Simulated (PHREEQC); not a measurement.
Make-up at 45 °C: 0.0003 mol PbCl2, 3.4e-05 mol NaNO3 and 0.085 mol Zn(NO3)2 per kg of water. Closed to the air; pH follows from the charge balance.

The numbers come from PHREEQC with the ion-association model, wateq4f.dat.

This is a speciation only: nothing precipitates in the calculation.

**Question.** Order these Cl species by the share of Cl that they hold, largest first: PbCl+, ZnCl+, Cl-.

**Answer.** Cl- (87 %), ZnCl+ (13 %), PbCl+ (0.26 %)

**Question.** Order these Pb species by the share of Pb that they hold, largest first: Pb+2, PbCl+, PbNO3+.

**Answer.** Pb+2 (60 %), PbNO3+ (39 %), PbCl+ (0.53 %)

The pH is 4.96 and the ionic strength 0.256 mol/kgw. Species that the database lacks are ignored. At this temperature some constants are extrapolated from 25 °C, and those without enthalpy data are left unchanged.
